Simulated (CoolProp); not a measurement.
Vapour-liquid equilibrium of R125 (1) + propylene (2) at 303.3 K; x and y are mole fractions of (1).

Values from CoolProp's multi-fluid Helmholtz-energy mixture model, Lemmon 2005 and Lemmon 2013; pair parameters Bell 2016.

```
x      bubble pressure (MPa)  y at the bubble point  dew pressure at overall composition x (MPa)  liquid density (mol/L)
-----  ---------------------  ---------------------  -------------------------------------------  ----------------------
0.05                   1.407                  0.097                                        1.359                   11.61
0.125                  1.523                  0.207                                        1.436                   11.32
0.2                    1.611                  0.291                                        1.516                   11.05
0.275                  1.678                  0.360                                        1.595                   10.79
0.35                   1.727                  0.420                                        1.669                   10.56
0.425                  1.762                  0.475                                        1.731                   10.35
0.5                    1.785                  0.528                                        1.774                   10.17
0.575                  1.795                  0.582                                        1.794                   10.01
0.65                   1.793                  0.637                                        1.791                   9.886
0.725                  1.777                  0.697                                        1.766                   9.790
0.8                    1.747                  0.764                                        1.726                   9.720
0.875                  1.699                  0.840                                        1.674                   9.675
0.95                   1.632                  0.929                                        1.616                   9.650
```

y crosses x between x = 0.575 and 0.65: the model has an azeotrope there.

The pair parameters rest on a limited set of measurements; away from them the model extrapolates.
